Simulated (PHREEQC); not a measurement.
0.72 g of hydrous ferric oxide (600 m²/g; 0.2 weak and 0.005 strong sites per Fe, Dzombak-Morel constants, diffuse double layer) in 1 kg of water with 0.01 mol/kgw of an inert sodium salt and 0.0008 mol/kgw Na2SeO3, at 25 °C; the pH is set by adding NaOH or the inert anion's acid. No oxygen is let in. The system is closed to CO2. Nothing may precipitate in this run.

The series has 13 steps of pH, from 4 to 12.

The numbers come from PHREEQC with the ion-association model, wateq4f.dat.

**Question.** Near which pH is half of the Se sorbed, and on which side is more sorbed?

**Answer.** Near pH 8.3, with more sorbed at lower pH.

**Question.** At which pH does the surface charge pass through zero?

**Answer.** Near pH 6.8.

Species that the database lacks are ignored. The database's selenite sorption wasn't checked against measurements; a fall in acid may be a fault of its surface constants.
